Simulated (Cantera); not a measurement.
A Cantera script and what it prints.

```python
import numpy as np
import cantera as ct

gas_names = """
    H H2 H2S S SH S2 S8
""".split()
cond_names = """
    S(cr1) S(cr2) S(L)
""".split()


# ... load() reads the species with a 1 bar reference pressure and builds the phases ...
atoms = {
    'S': {'S': 1},
    'H2': {'H': 2},
}
top_T = {}  # K; cautious upper limits of use, not melting points


# ... equilibrate(T, P, feed) seeds the gas with the atoms and calls Mixture.equilibrate('TP', solver="vcs", rtol=1e-11, max_steps=5000) ...
results = []
feed = {'S': 1, 'H2': 0.35}  # mol
P = 1000  # Pa
for T in [1800, 1850, 1900, 1950, 2000, 2050, 2100, 2150, 2200, 2250]:
    mix = equilibrate(T, P, feed)
    results.append((T, P, feed, dict(zip(mix.species_names, mix.species_moles))))

top = {s: max(r[3][s] / sum(r[3][g] for g in gas_names) for r in results) for s in gas_names}
cols = sorted((s for s in top if top[s] > 0.001), key=lambda s: -top[s])[:6]
seen = [c for c in cond_names if any(r[3].get(c, 0) > 1e-12 for r in results)]
print("log10 of partial pressures in bar; condensed amounts in mol")
print(f"{'T/K':>10s}" + "".join(f"{s[:9]:>10s}" for s in cols + seen))
for T, P, feed, n in results:
    ng = sum(n[g] for g in gas_names)
    print(f"{T:10.4g}" + "".join(f"{np.log10(max(n[s] / ng * P / 1e5, 1e-99)):10.3f}" for s in cols)
          + "".join(f"{n.get(c, 0):10.4g}" for c in seen))
```

Result:

```
log10 of partial pressures in bar; condensed amounts in mol
       T/K        S2        H2         S        SH         H       H2S
      1800    -2.247    -2.426    -4.252    -3.697    -4.659    -3.515
      1850    -2.249    -2.425    -4.083    -3.639    -4.481    -3.587
      1900    -2.252    -2.426    -3.923    -3.586    -4.313    -3.656
      1950    -2.256    -2.427    -3.771    -3.537    -4.154    -3.724
      2000    -2.262    -2.431    -3.628    -3.492    -4.004    -3.790
      2050    -2.269    -2.436    -3.493    -3.451    -3.862    -3.857
      2100    -2.278    -2.443    -3.366    -3.414    -3.728    -3.923
      2150    -2.290    -2.452    -3.245    -3.382    -3.601    -3.990
      2200    -2.304    -2.463    -3.132    -3.355    -3.481    -4.059
      2250    -2.322    -2.478    -3.026    -3.332    -3.368    -4.130
```

Cantera equilibrium calculation (NASA polynomials, part measured and part estimated; ideal gas, pure solids and liquids).
